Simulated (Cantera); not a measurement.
Chlorosilane synthesis and conversion: Si + HCl + H2

A closed system holds: 1 mol Si, 1.1 mol HCl, 3.6 mol H2, equilibrated at 3.60 bar.

Cantera equilibrium calculation (NASA polynomials, part measured and part estimated; ideal gas, pure solids and liquids). Candidate condensed phases: Si; 19 gas species. The tables' values for SiCl3 are old estimates; treat these amounts as uncertain. Rates play no part.

From 598 K to 1573 K the condensed part is Si(s). The main Si-bearing gas is SiHCl3 at 598 K and SiCl2 at 1573 K.

```
T (K)   x H2     x HCl  x SiHCl3  x SiCl4   x SiCl2   x SiCl3  n Si(s)
-----  -----  --------  --------  -------  --------  --------  -------
598    0.926   1.98e-5    0.0394   0.0321  1.84e-10   6.37e-8    0.677
673    0.926   9.96e-5    0.0384   0.0326   6.81e-9   6.90e-7    0.677
748    0.926  0.000361    0.0374   0.0332   1.21e-7   4.61e-6    0.678
823    0.926   0.00103    0.0364   0.0335   1.26e-6   2.17e-5    0.679
898    0.925   0.00245    0.0354   0.0337   8.78e-6   7.82e-5    0.681
973    0.923   0.00508    0.0344   0.0336   4.49e-5  0.000229    0.684
1048   0.920   0.00941    0.0330   0.0331  0.000179  0.000569    0.689
1123   0.915    0.0159    0.0314   0.0318  0.000586   0.00123    0.697
1198   0.908    0.0250    0.0291   0.0297   0.00161   0.00233    0.706
1273   0.899    0.0365    0.0261   0.0265   0.00383   0.00393    0.715
1348   0.888    0.0500    0.0224   0.0222   0.00789   0.00590    0.724
1423   0.876    0.0644    0.0179   0.0170    0.0142   0.00782    0.729
1498   0.863    0.0780    0.0132   0.0116    0.0226   0.00907    0.731
1573   0.852    0.0892   0.00898  0.00709    0.0316   0.00924    0.729
```
x: gas mole fraction; n: condensed amount in mol.
